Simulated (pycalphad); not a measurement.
Computed with pycalphad from the COST 507 light-alloy database (1999), at 1 atm. These are 1990s assessments: newer ones move some temperatures and phases. Amounts are mole fractions of atoms. Diffusion is slow at the low end, where real alloys seldom reach equilibrium.

Task: Give the equilibrium state of Cu-95.5Si (at.%) at 277 °C.

Result: 
```
T = 550.00 K, P = 101325 Pa, N = 1 mol of atoms
G = -12644 J/mol, H = 5794 J/mol, S = 33.52 J/(mol K)  (SER reference)
chemical potentials (J/mol): Cu -22560, Si -12177
phase             fraction      x(Cu)      x(Si)
DIAMOND_A4          0.9408       none     1.0000
CU19SI6_ETA         0.0592     0.7600     0.2400
```

Task: Give the equilibrium state of Cu-95.5Si (at.%) at 1327 °C.

Result: 
```
T = 1600.00 K, P = 101325 Pa, N = 1 mol of atoms
G = -65887 J/mol, H = 46417 J/mol, S = 70.19 J/(mol K)  (SER reference)
chemical potentials (J/mol): Cu -129269, Si -62900
phase             fraction      x(Cu)      x(Si)
DIAMOND_A4          0.6982       none     1.0000
LIQUID              0.3018     0.1491     0.8509
```

Database names, with the compositions (at.%) that they take in these runs: CU19SI6_ETA: Cu 76 Si 24. DIAMOND_A4 is diamond (Si). An entry "none" or "no" means that the model of the phase leaves that element out.
